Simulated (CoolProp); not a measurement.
Dimethyl carbonate along the isobar 6440 kPa: Z from the reference equation and from simpler models built on Tc = 283.9 °C, pc = 4909 kPa, ω = 0.346; each cubic takes its own stable root.

Values from CoolProp's reference Helmholtz-energy equation of state, Zhou 2011.

```json
[
 {"T (°C)": "45.15", "phase": "liquid", "reference": "0.2101"},
 {"T (°C)": "61.95", "phase": "liquid", "reference": "0.2039"},
 {"T (°C)": "78.75", "phase": "liquid", "reference": "0.1985"},
 {"T (°C)": "95.55", "phase": "liquid", "reference": "0.1939"},
 {"T (°C)": "112.25", "phase": "liquid", "reference": "0.1900"},
 {"T (°C)": "129.05", "phase": "liquid", "reference": "0.1868"},
 {"T (°C)": "145.85", "phase": "liquid", "reference": "0.1843"},
 {"T (°C)": "162.65", "phase": "liquid", "reference": "0.1824"},
 {"T (°C)": "179.45", "phase": "liquid", "reference": "0.1812"},
 {"T (°C)": "196.25", "phase": "liquid", "reference": "0.1809"},
 {"T (°C)": "213.05", "phase": "liquid", "reference": "0.1815"},
 {"T (°C)": "229.85", "phase": "liquid", "reference": "0.1834"},
 {"T (°C)": "246.65", "phase": "liquid", "reference": "0.1873"},
 {"T (°C)": "263.45", "phase": "liquid", "reference": "0.1947"},
 {"T (°C)": "280.25", "phase": "liquid", "reference": "0.2102"}
]
```

Q: How far does each simpler model (van der Waals, Redlich-Kwong, Soave-Redlich-Kwong, Peng-Robinson) lie from the reference over these 15 states: mean and median of the absolute difference, and the worst?

A: 
- van der Waals: mean 63.7 %, median 64.6 %, worst +69.9 % at 45.15 °C and 6440 kPa
- Redlich-Kwong: mean 19.0 %, median 17.7 %, worst +24.4 % at 280.25 °C and 6440 kPa
- Soave-Redlich-Kwong: mean 14.1 %, median 12.3 %, worst +23.4 % at 280.25 °C and 6440 kPa
- Peng-Robinson: mean 2.4 %, median 1.2 %, worst +11.1 % at 280.25 °C and 6440 kPa
